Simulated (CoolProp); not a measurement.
n-butane at 560.24 K and 2.07 MPa is throttled through a valve to 0.496 MPa with no heat exchange. Each further row changes one setting.

Values from CoolProp's reference Helmholtz-energy equation of state, Bücker 2006.

| case | temperature change (K) | final density (kg/m³) |
|---|---|---|
| as stated | -6.2 | ___ |
| outlet pressure 0.149 MPa | ___ | ___ |
| outlet pressure 0.645 MPa | -5.6 | ___ |

Task: What belongs in the gaps?

Result: 
- as stated, final density (kg/m³): 6.37
- outlet pressure 0.149 MPa, temperature change (K): -7.5
- outlet pressure 0.149 MPa, final density (kg/m³): 1.89
- outlet pressure 0.645 MPa, final density (kg/m³): 8.31
